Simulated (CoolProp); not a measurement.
Vapour-liquid equilibrium of toluene (1) + n-dodecane (2) at 531.9 K; x and y are mole fractions of (1).

Values from CoolProp's multi-fluid Helmholtz-energy mixture model, Lemmon 2006 and Lemmon 2004; pair parameters Bell 2016.

```tsv
x	bubble pressure (kPa)	y at the bubble point	dew pressure at overall composition x (kPa)	liquid density (mol/L)
0.05	301.4	0.181	264.5	3.328
0.125	383.5	0.385	284.4	3.470
0.2	475.3	0.530	307.4	3.621
0.275	575.7	0.636	334.4	3.784
0.35	683.5	0.715	366.5	3.959
0.425	797.7	0.775	405.2	4.148
0.5	918.0	0.823	452.9	4.353
0.575	1044	0.861	513.4	4.576
0.65	1176	0.894	592.6	4.819
0.725	1315	0.921	700.6	5.087
0.8	1462	0.946	856.3	5.381
0.875	1616	0.967	1096	5.707
0.95	1780	0.987	1492	6.070
```

No azeotrope shows between x = 0.05 and 0.95.

The pair parameters rest on a limited set of measurements; away from them the model extrapolates.
